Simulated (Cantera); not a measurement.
Feed: 1 mol CH₄, 0.24 mol NH₃, 50 mol H₂, equilibrated at 0.100 bar.

These are equilibrium values from Cantera (NASA tables, ideal gas, pure condensed phases), not measurements of a reactor. Candidate condensed phases: C, C₆H₆, C₇H₈, C₈H₁₈; 92 gas species. Kinetics and transport are ignored.

Task: At 1875 °C, list the 5 most abundant gas species with their mole fractions, and the condensed phases.

Result: H₂ 0.982, H 0.0131, C₂H₂ (acetylene) 0.00188, N₂ 0.00171, HCN 0.00104. Condensed: C(graphite).
